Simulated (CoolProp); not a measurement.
Vapour-liquid equilibrium of R22 (1) + R152A (2) at 0.00651 MPa; x and y are mole fractions of (1).

Model: multi-fluid Helmholtz-energy mixture model, Kamei 1995 and Outcalt 1996; pair parameters Bell 2016, in CoolProp.

```
x      bubble temperature, mixture model (K)  bubble temperature, Raoult's law (K)  y, mixture model  y, Raoult's law
-----  -------------------------------------  ------------------------------------  ----------------  ---------------
0.05                                   200.1                                 199.8             0.107            0.126
0.125                                  198.8                                 198.2                 …            0.284
0.2                                    197.7                                 196.8             0.374            0.412
0.275                                      …                                 195.5             0.484            0.518
0.35                                       …                                 194.3             0.579            0.606
0.425                                  194.3                                 193.2                 …            0.681
0.5                                    193.2                                 192.2             0.736            0.744
0.575                                  192.1                                 191.3             0.798            0.799
0.65                                       …                                 190.4             0.852            0.846
0.725                                      …                                 189.6             0.896            0.887
0.8                                    189.2                                 188.8                 …            0.923
0.875                                      …                                 188.1             0.963            0.955
0.95                                   187.4                                 187.4             0.987            0.983
```

Q: Complete the blanks.

A: 
- 0.125, y, mixture model: 0.250
- 0.275, bubble temperature, mixture model (K): 196.5
- 0.35, bubble temperature, mixture model (K): 195.4
- 0.425, y, mixture model: 0.663
- 0.65, bubble temperature, mixture model (K): 191.1
- 0.725, bubble temperature, mixture model (K): 190.1
- 0.8, y, mixture model: 0.933
- 0.875, bubble temperature, mixture model (K): 188.3

The largest gap from Raoult's law is +1.1 K in bubble temperature, at x = 0.35. No azeotrope shows between x = 0.05 and 0.95.

The pair parameters rest on a limited set of measurements; away from them the model extrapolates.
